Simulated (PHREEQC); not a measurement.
Solution (68 °C): 0.0016 mol/kgw CdCl2, 0.044 mol/kgw Na2SO4 and 0.031 mol/kgw FeSO4. Closed to the air; pH follows from the charge balance.

Computed with PHREEQC (ion-association model, wateq4f.dat).

Each row changes one thing in this solution. Precipitation was switched off in this run.

```csv
case,pH,ionic strength (mol/kgw),Na+ (mol/kgw),SO4-2 (mol/kgw),FeSO4 (mol/kgw),Fe+2 (mol/kgw),SI of Melanterite (FeSO4:7H2O),SI of Mirabilite (Na2SO4:10H2O)
as made,5.69,0.169,0.0810,0.0482,0.0185,0.0125,-2.46,-4.97
diluted 100-fold with water,5.98,0.00242,0.000877,0.000703,4.18e-5,0.000267,-5.11,-10.06
diluted 10-fold with water,5.76,0.0205,0.00862,0.00602,0.00123,0.00186,-3.64,-7.38
Na2SO4 from 0.044 to 0.22 mol/kgw,5.94,0.567,0.372,?,0.0202,0.0108,-2.40,-3.43
CdCl2 replaced by CuCl2 at the same molality,5.30,0.169,0.0810,0.0486,0.0185,0.0125,-2.46,-4.97
diluted 2-fold with water,5.71,0.0893,0.0416,0.0259,0.00857,0.00692,-2.79,-5.66
Na2SO4 from 0.044 to 0.0088 mol/kgw,5.52,0.0857,0.0168,?,0.0160,0.0149,-2.52,-6.52
Na2SO4 from 0.044 to 0.066 mol/kgw,5.75,0.221,0.120,0.0641,0.0191,0.0119,-2.44,-4.57
```

Q: Some entries are withheld; supply them.

A: 
- Na2SO4 from 0.044 to 0.22 mol/kgw, SO4-2 (mol/kgw): 0.161
- Na2SO4 from 0.044 to 0.0088 mol/kgw, SO4-2 (mol/kgw): 0.0219

Complexes and solids missing from the database can't appear. Some of these states are supersaturated (in Atacamite, Tenorite (slow to form), for instance). Constants without temperature data keep their 25 °C values here.
